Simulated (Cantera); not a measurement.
## Premixed flame

A freely propagating, adiabatic, planar premixed flame of H₂ : O₂ : N₂ = 1 : 0.294 : 0.971 (molar parts), equivalence ratio 1.7, unburnt at 325 K and 75.0 Torr; mixture-averaged transport, grid criteria slope 0.08 and curve 0.16, no radiation.

Model: the H2/O2 subset of GRI-Mech 3.0, which has no nitrogen chemistry, integrated in Cantera. Burning velocities carry a grid error of a few per cent, more on coarse grids.

```tsv
z (mm)	T (K)	u (m/s)	x H₂	x O₂	x H₂O₂	x H₂O	x OH	x O
-22.2	325	2.87	0.442	0.130	<1e-8	<1e-8	<1e-8	<1e-8
-14.8	325	2.87	0.442	0.130	<1e-8	<1e-8	<1e-8	<1e-8
-11.1	325	2.87	0.442	0.130	<1e-8	<1e-8	<1e-8	<1e-8
-7.39	325	2.87	0.442	0.130	<1e-8	<1e-8	<1e-8	<1e-8
-3.69	328	2.90	0.441	0.130	1.40e-6	4.03e-5	5.53e-6	5.31e-7
-1.85	570	4.92	0.409	0.125	2.15e-5	0.0174	0.000622	0.000121
0	1038	8.67	0.262	0.0762	2.38e-7	0.124	0.00181	0.00456
1.85	1303	10.8	0.150	0.0110	2.21e-7	0.247	0.00385	0.00488
3.69	1400	11.5	0.143	0.00370	2.00e-7	0.263	0.00460	0.00376
7.39	1509	12.4	0.151	0.00291	1.77e-7	0.265	0.00568	0.00356
14.8	1637	13.3	0.160	0.00240	1.22e-7	0.268	0.00670	0.00316
29.6	1772	14.2	0.170	0.00177	6.89e-8	0.273	0.00731	0.00248
59.1	1903	15.1	0.179	0.00115	3.54e-8	0.278	0.00721	0.00170
```
x: mole fraction of selected species; z is measured from the peak of heat release.

```json
{
 "laminar_burning_velocity": "287 cm/s",
 "thermal_thickness": "7.39 mm",
 "peak x(H₂O₂)": "3.33e-5",
 "peak x(OH)": "0.00736",
 "peak x(O)": "0.00618",
 "grid_points": "151"
}
```
